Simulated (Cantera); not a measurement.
A perfectly stirred reactor is fed with CH₄ : H₂O : H₂ = 1 : 0.38 : 0.16 (molar parts), at 11.8 atm; it is held at 2025 K, and followed from long to short residence time.

Detailed kinetics in Cantera: GRI-Mech 3.0 (53 species, 325 reactions). GRI-Mech 3.0 stops at C3 and has no aromatics, soot or wall deposition, so with more carbon than oxygen in the feed, carbon stays in small species such as C2H2 where larger ones or solid carbon would form. The pressure lies above the range GRI-Mech 3.0 was tuned for (to about 10 atm).

Predict: x(CH₄) at τ = 7.10 s; x(H₂O) at τ = 7.10 s; x(H₂) at τ = 7.10 s; x(CH₂CO) at τ = 7.10 s; x(CH₄) at τ = 98.0 ms; x(H₂O) at τ = 98.0 ms; x(H₂) at τ = 98.0 ms; x(CH₂CO) at τ = 98.0 ms.


```json
{
  "x(CH₄) at τ = 7.10 s": "0.0301",
  "x(H₂O) at τ = 7.10 s": "0.000137",
  "x(H₂) at τ = 7.10 s": "0.740",
  "x(CH₂CO) at τ = 7.10 s": "2.35e-6",
  "x(CH₄) at τ = 98.0 ms": "0.0323",
  "x(H₂O) at τ = 98.0 ms": "0.00824",
  "x(H₂) at τ = 98.0 ms": "0.732",
  "x(CH₂CO) at τ = 98.0 ms": "4.76e-6"
}
```
